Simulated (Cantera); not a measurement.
## Moist CO burnout

An isothermal, constant-pressure homogeneous reactor starts with 1.88 % CO, 3.57 % O2, 0.657 % H2O, 93.9 % N2, equivalence ratio 0.26, at 1375 K and 0.133 bar.

Model: GRI-Mech 3.0 (53 species, 325 reactions), integrated in Cantera.

```
t (s)         x CO    x O2    x H2O     x NO      x OH     x NO2
--------  --------  ------  -------  -------  --------  --------
3.00e-5     0.0188  0.0357  0.00657   <1e-12  3.30e-11    <1e-12
7.82e-5     0.0188  0.0357  0.00657   <1e-12  1.43e-10    <1e-12
0.000204    0.0188  0.0357  0.00657   <1e-12  7.33e-10    <1e-12
0.000531    0.0188  0.0357  0.00657   <1e-12   4.38e-9    <1e-12
0.00138     0.0188  0.0357  0.00657   <1e-12   3.87e-8    <1e-12
0.00361     0.0188  0.0357  0.00657   <1e-12   1.99e-6    <1e-12
0.00940     0.0126  0.0314  0.00546  1.08e-7  0.000478  1.09e-11
0.0245     0.00230  0.0266  0.00529  3.65e-6  0.000543  3.01e-10
0.0638    0.000559  0.0265  0.00634  4.79e-6  0.000273  9.34e-10
0.166      9.37e-5  0.0265  0.00656  4.90e-6  0.000111   2.79e-9
0.434      1.49e-5  0.0265  0.00661  4.93e-6   4.52e-5   5.29e-9
1.13       2.77e-6  0.0265  0.00662  4.94e-6   2.04e-5   5.62e-9
2.94       6.81e-7  0.0265  0.00663  4.95e-6   1.06e-5   4.85e-9
7.67       2.63e-7  0.0265  0.00663  4.95e-6   6.83e-6   4.98e-9
20.0       2.04e-7  0.0265  0.00663  4.95e-6   6.10e-6   5.20e-9
```
x: mole fraction; the columns are a selection and need not sum to one.

Equilibrium at this temperature and pressure: CO 2.03e-7, O2 0.0264, H2O 0.00663, NO 0.000246, OH 6.08e-6, NO2 2.57e-7 (gas phase only).
